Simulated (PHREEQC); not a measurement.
1 kg of water holding 0.038 mol/kgw KCl and 0.0042 mol/kgw MgCl2 is evaporated at 90 °C; the solids stay in contact with the brine. No CO2 enters from the air. The run lets Bischofite, Brucite, Carnallite, Sylvite, MgCl2_4H2O precipitate or redissolve, and no other solid.

Model: Pitzer model, pitzer.dat, run in PHREEQC.

Problem. Predict ionic strength, water activity, Cl in solution (mol/kgw), K in solution (mol/kgw) at water left (kg) = 0.375, 0.2533, 0.1407, 0.007427.

Solution. 
```
water left (kg)  ionic strength  water activity  Cl in solution (mol/kgw)  K in solution (mol/kgw)
---------------  --------------  --------------  ------------------------  -----------------------
0.375                     0.135           0.996                     0.124                    0.101
0.2533                    0.200           0.994                     0.183                    0.150
0.1407                    0.360           0.990                     0.330                    0.270
0.007427                   6.81           0.791                      6.25                     5.12
```

Constants without temperature data keep their 25 °C values here.
